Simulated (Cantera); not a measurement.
A closed system holds: 1 mol Si, 0.31 mol CO₂, 1.3 mol H₂, equilibrated at 13.3 mbar.

Cantera equilibrium calculation (NASA polynomials, part measured and part estimated; ideal gas, pure solids and liquids). Candidate condensed phases: C, C₆H₆, C₇H₈, C₈H₁₈, H₂O, Si, SiC, SiO₂; 123 gas species. Mutual solubility and eutectic melting of coexisting phases are not modelled. The tables hold silica as quartz up to 1696 K and as liquid above; real silica turns to tridymite and cristobalite and melts near 1996 K. Gases not in the tables: Si₂H₆ and higher silanes. Rates play no part.

Problem. Which condensed phases are stable at each of these points (T (°C)): 1350, 1375, 1400, 1425, 1450, 1475, 1500?

Solution. 
```tsv
T (°C)	condensed phases	Si condensed (%)
1350	Si(s) + SiC(s) + SiO₂(β-quartz)	41.5
1375	Si(s) + SiC(s)	40.6
1400	Si(s) + SiC(s)	40.8
1425	Si(l) + SiC(s)	41.1
1450	Si(l) + SiC(s)	41.7
1475	Si(l) + SiC(s)	42.3
1500	Si(l) + SiC(s)	43.0
```

At 1350 °C the condensed part is Si(s) + SiC(s) + SiO₂(β-quartz). From 1375 °C to 1400 °C the condensed part is Si(s) + SiC(s). From 1425 °C to 1500 °C the condensed part is Si(l) + SiC(s).
